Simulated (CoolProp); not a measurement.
A Linde-Hampson liquefier for CF4 (R14): isothermal reversible compression at 300 K from 1 atm to 15 MPa, throttling to 1 atm, return gas leaving the recuperator 2 K below the feed. Each further row changes one setting.

Computed with CoolProp (reference Helmholtz-energy equation of state, Platzer 1990). This equation is an older, rougher fit; its heat capacities, sound speeds and derivatives of the liquid may be far off and weren't checked against measurements.

```json
[
 {"case": "as stated", "liquid yield per pass": "___", "compression work (kJ/kg of gas)": "129"},
 {"case": "high pressure 30 MPa", "liquid yield per pass": "___", "compression work (kJ/kg of gas)": "___"},
 {"case": "warm-end temperature 330 K", "liquid yield per pass": "___", "compression work (kJ/kg of gas)": "___"},
 {"case": "warm-end gap 7 K", "liquid yield per pass": "___", "compression work (kJ/kg of gas)": "129"}
]
```

### Question
Some entries are withheld; supply them.

### Answer

- as stated, liquid yield per pass: 0.241
- high pressure 30 MPa, liquid yield per pass: 0.289
- high pressure 30 MPa, compression work (kJ/kg of gas): 145
- warm-end temperature 330 K, liquid yield per pass: 0.173
- warm-end temperature 330 K, compression work (kJ/kg of gas): 146
- warm-end gap 7 K, liquid yield per pass: 0.229
